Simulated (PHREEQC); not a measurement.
# Silver or lead bath (model solution)

Dissolve 0.00011 mol Ag2SO4, 0.13 mol NaNO3 and 0.0036 mol Cu(NO3)2 per kg of water at 25 °C. Closed to the air; pH follows from the charge balance.

Computed with PHREEQC (ion-association model, wateq4f.dat).

* **pH**: 5.10
* **ionic strength**: 0.141 mol/kgw

```
species     molality  activity   log γ
----------  --------  --------  ------
NO3-           0.137    0.0994  -0.140
Na+            0.130    0.0991  -0.118
Cu+2         0.00358   0.00130  -0.440
Ag+         0.000212  0.000162  -0.118
SO4-2        8.45e-5   2.80e-5  -0.480
NaSO4-       1.81e-5   1.39e-5  -0.115
H+           9.81e-6   7.96e-6  -0.091
AgNO3        7.98e-6   8.24e-6   0.014
CuSO4        7.20e-6   7.44e-6   0.014
Cu2(OH)2+2   3.42e-6   1.16e-6  -0.471
CuOH+        2.18e-6   1.62e-6  -0.128
Cu(OH)2      4.11e-7   4.25e-7   0.014
AgSO4-       1.16e-7   8.83e-8  -0.118
HSO4-        2.88e-8   2.17e-8  -0.123
```

This is a speciation only: nothing precipitates in the calculation. Species that the database lacks are ignored.
